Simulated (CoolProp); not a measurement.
A simple Rankine cycle with the fluoroketone C6F12O (FK-5-1-12): condensing at 319.15 K, boiler at 1.56 MPa, turbine inlet 472.3 K, turbine efficiency 0.6, pump efficiency 0.7, no recuperator. Each further row changes one setting.

The numbers come from the reference Helmholtz-energy equation of state, McLinden 2015 in CoolProp.

| case | thermal efficiency (%) | net work (kJ/kg) | heat in (kJ/kg) | turbine exit temperature (K) | volume ratio over the turbine |
|---|---|---|---|---|---|
| as stated | 7.6 | 16.9 | 222 | [?] | 21.4 |
| turbine inlet 492.3 K | [?] | 18.1 | [?] | [?] | 20.2 |
| condensing temperature 311.15 K | 8.2 | [?] | [?] | 439.8 | [?] |
| boiler pressure 1.09 MPa | 6.9 | 15.6 | 227 | 448.4 | 13.5 |
| turbine efficiency 0.5 | 6.2 | 13.8 | 222 | [?] | 21.6 |

Some entries are withheld; supply them.


- as stated, turbine exit temperature (K): 442.0
- turbine inlet 492.3 K, thermal efficiency (%): 7.4
- turbine inlet 492.3 K, heat in (kJ/kg): 245
- turbine inlet 492.3 K, turbine exit temperature (K): 463.3
- condensing temperature 311.15 K, net work (kJ/kg): 18.8
- condensing temperature 311.15 K, heat in (kJ/kg): 231
- condensing temperature 311.15 K, volume ratio over the turbine: 28.7
- turbine efficiency 0.5, turbine exit temperature (K): 445.0
